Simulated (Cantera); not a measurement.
Input (Python, Cantera) and output of one run.

```python
import numpy as np
import cantera as ct

gas_names = [...]  # 114 gases of nasa_gas.yaml made of C, Fe, H, O
cond_names = """
    C(gr) C6H6(L) C7H8(L) C8H18(L),n-octa Fe(a) Fe(c) Fe(d) Fe(L) FeC5O5(L) FeO(s) FeO(L) Fe(OH)2(s)
    Fe(OH)3(s) Fe2O3(s) Fe3O4(s) H2O(s) H2O(L)
""".split()


# ... load() reads the species with a 1 bar reference pressure and builds the phases ...
atoms = {
    'Fe3O4': {'Fe': 3, 'O': 4},
    'C': {'C': 1},
    'H2': {'H': 2},
}
top_T = {'C(gr)': 4500, 'Fe2O3(s)': 1830, 'Fe3O4(s)': 1870}  # K; cautious upper limits of use, not melting points


# ... equilibrate(T, P, feed) seeds the gas with the atoms and calls Mixture.equilibrate('TP', solver="vcs", rtol=1e-11, max_steps=5000) ...
results = []
T = 1925  # K
P = 100000  # Pa
for m in [1.8, 2.5, 3.3, 4, 4.8, 5.5, 6.3, 7.1, 7.8, 8.6, 9.3, 10]:
    feed = {'Fe3O4': 1, 'C': 2.2, 'H2': m}  # mol
    mix = equilibrate(T, P, feed)
    results.append((T, P, feed, dict(zip(mix.species_names, mix.species_moles))))

top = {s: max(r[3][s] / sum(r[3][g] for g in gas_names) for r in results) for s in gas_names}
cols = sorted((s for s in top if top[s] > 1e-05), key=lambda s: -top[s])[:5]
seen = [c for c in cond_names if any(r[3].get(c, 0) > 1e-12 for r in results)]
print("log10 of partial pressures in bar; condensed amounts in mol")
print(f"{'n(H2)':>10s}" + "".join(f"{s[:9]:>10s}" for s in cols + seen))
for T, P, feed, n in results:
    ng = sum(n[g] for g in gas_names)
    print(f"{feed['H2']:10.4g}" + "".join(f"{np.log10(max(n[s] / ng * P / 1e5, 1e-99)):10.3f}" for s in cols)
          + "".join(f"{n.get(c, 0):10.4g}" for c in seen))
```

Result:

```
log10 of partial pressures in bar; condensed amounts in mol
     n(H2)        H2        CO       H2O       CO2         H     Fe(L)    FeO(L)
       1.8    -0.513    -0.304    -0.846    -1.272    -3.276     1.984     1.015
       2.5    -0.440    -0.374    -0.774    -1.342    -3.240     2.206    0.7934
       3.3    -0.388    -0.443    -0.721    -1.410    -3.213     2.459    0.5398
         4    -0.356    -0.495    -0.690    -1.462    -3.198     2.681    0.3179
       4.8    -0.330    -0.547    -0.663    -1.515    -3.184     2.934   0.06431
       5.5    -0.297    -0.584    -0.681    -1.602    -3.168     2.998         0
       6.3    -0.261    -0.621    -0.717    -1.711    -3.150     2.998         0
       7.1    -0.233    -0.656    -0.750    -1.807    -3.136     2.998         0
       7.8    -0.213    -0.684    -0.778    -1.883    -3.126     2.998         0
       8.6    -0.194    -0.715    -0.808    -1.963    -3.117     2.998         0
       9.3    -0.180    -0.740    -0.833    -2.027    -3.109     2.998         0
        10    -0.168    -0.764    -0.856    -2.087    -3.103     2.998         0
```

Cantera equilibrium calculation (NASA polynomials, part measured and part estimated; ideal gas, pure solids and liquids). Each liquid is taken as pure. Mutual solubility and eutectic melting of coexisting phases are not modelled. The tables' stoichiometric FeO is somewhat more stable than real wüstite, so its field is too wide. FeO: taken at fixed stoichiometry.
